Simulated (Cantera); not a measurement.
An isothermal, constant-pressure homogeneous reactor starts with H2 : O2 = 0.18 : 1 (molar parts), equivalence ratio 0.090, at 1473 K and 12.8 Torr. Integrator tolerance rtol = 1e-08.

Model: the H2/O2 subset of GRI-Mech 3.0, which has no nitrogen chemistry, integrated in Cantera. Radical loss at walls, strong at low pressure, is not modelled. The temperature is held fixed by assumption; the heat of reaction is taken as removed at once.

Q: What does this change do: O2 1 to 9.1 parts?

A: 
```csv
quantity,before,after
x(H2) at 10.0 s,1.83e-6 (gas-phase equilibrium 1.83e-6),3.17e-7 (gas-phase equilibrium 1.99e-7)
x(O2) at 10.0 s,0.835 (gas-phase equilibrium 0.835),0.980 (gas-phase equilibrium 0.980)
x(H) at 10.0 s,1.32e-7 (gas-phase equilibrium 1.32e-7),8.75e-8 (gas-phase equilibrium 4.36e-8)
x(OH) at 10.0 s,0.000310 (gas-phase equilibrium 0.000310),0.000140 (gas-phase equilibrium 0.000111)
x(H2O) at 10.0 s,0.165 (gas-phase equilibrium 0.165),0.0195 (gas-phase equilibrium 0.0195)
x(HO2) at 10.0 s,2.08e-7 (gas-phase equilibrium 2.08e-7),6.91e-8 (gas-phase equilibrium 8.08e-8)
x(H2O2) at 10.0 s,3.48e-9 (gas-phase equilibrium 3.48e-9),5.67e-10 (gas-phase equilibrium 4.47e-10)
```
